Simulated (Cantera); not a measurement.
A closed system holds: 1 mol MgO, 1.9 mol H₂, 0.15 mol C, held at 2623.15 K and 10.5 Torr.

Cantera equilibrium calculation (NASA polynomials, part measured and part estimated; ideal gas, pure solids and liquids). Candidate condensed phases: C, C₆H₆, C₇H₈, C₈H₁₈, H₂O, Mg, MgCO₃, MgO, Mg(OH)₂; 116 gas species. The tables' values for MgH are old estimates; treat these amounts as uncertain. Equilibrium is a limit: real reactors are often held back by kinetics, nucleation or transport.

Base state: Mg 0.281, H₂ 0.258, H₂O 0.182, H 0.181, CO 0.0390, OH 0.0302, O 0.0137, CO₂ 0.00421 (mole fractions); condensed: gas only.

What changes in the equilibrium state with this change: temperature from 2623.15 K to 2975 K?


| species | before | after |
|---|---|---|
| H | 0.181 | 0.448 |
| Mg | 0.281 | 0.214 |
| H₂ | 0.258 | 0.132 |
| H₂O | 0.182 | 0.0364 |
| O | 0.0137 | 0.0846 |
| OH | 0.0302 | 0.0404 |
| CO | 0.0390 | 0.0314 |
| Mg(OH)₂ | 6.85e-5 | 1.37e-6 |
| MgOH | 0.00328 | 0.000509 |
| CO₂ | 0.00421 | 0.00118 |
